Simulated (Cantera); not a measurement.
Input: 1 mol Si(CH₃)₄, 0.11 mol CH₄, 1400 mol H₂, equilibrated at 950 K and 32.0 mbar.

Equilibrium computed with Cantera from the NASA thermochemical tables; the gas is ideal and each condensed phase is pure. Candidate condensed phases: C, C₆H₆, C₇H₈, C₈H₁₈, Si, SiC; 87 gas species. The numbers say what is thermodynamically allowed, not how fast it happens.

Base state: H₂ 0.998, CH₄ 0.00222 (mole fractions); condensed: SiC(s).

Problem. What changes in the equilibrium state with this change: temperature from 950 K to 1350 K?

Solution. 
```json
[
 {"species": "H₂", "before": "0.998", "after": "1.000"},
 {"species": "CH₄", "before": "0.00222", "after": "0.000184"},
 {"species": "H", "before": "3.11e-9", "after": "1.33e-5"},
 {"species": "SiC(s), mol", "before": "1.00", "after": "1.000"},
 {"species": "C(graphite), mol", "before": "0", "after": "2.85"}
]
```

Problem. What changes in the equilibrium state with this change: temperature from 950 K to 1448.15 K?

Solution. 
| species | before | after |
|---|---|---|
| H₂ | 0.998 | 1.000 |
| CH₄ | 0.00222 | 0.000107 |
| H | 3.11e-9 | 5.16e-5 |
| SiC(s), mol | 1.00 | 1.000 |
| C(graphite), mol | 0 | 2.95 |
